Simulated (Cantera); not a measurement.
## Thermodynamics of carbon deposition, reforming and gasification, feed CH4 + CO2 + H2

Charge: 1 mol CH4, 0.43 mol CO2, 49 mol H2, held at 51.0 mbar.

These are equilibrium values from Cantera (NASA tables, ideal gas, pure condensed phases), not measurements of a reactor. Candidate condensed phases: C, C6H6, C7H8, C8H18, H2O; 131 gas species. Ions and electrons are included (thermal ionisation). Kinetics and transport are ignored.

From 2500 K to 5000 K nothing is condensed. The main C-bearing gas is CO at 2500 K and C at 5000 K.

| T (K) | x H | x H2 | x CO | x C | x C2H2 (acetylene) | x O |
|---|---|---|---|---|---|---|
| 2500 | 0.104 | 0.875 | 0.0157 | 2.40e-6 | 0.00512 | 4.48e-11 |
| 3000 | 0.491 | 0.493 | 0.0125 | 0.000314 | 0.00306 | 1.76e-9 |
| 3500 | 0.874 | 0.112 | 0.00926 | 0.00405 | 0.000116 | 5.43e-8 |
| 4000 | 0.967 | 0.0188 | 0.00847 | 0.00550 | 2.05e-7 | 4.13e-6 |
| 4500 | 0.982 | 0.00411 | 0.00819 | 0.00567 | 8.67e-10 | 0.000155 |
| 5000 | 0.983 | 0.00119 | 0.00648 | 0.00731 | 1.71e-11 | 0.00183 |
x: gas mole fraction; nothing condenses.
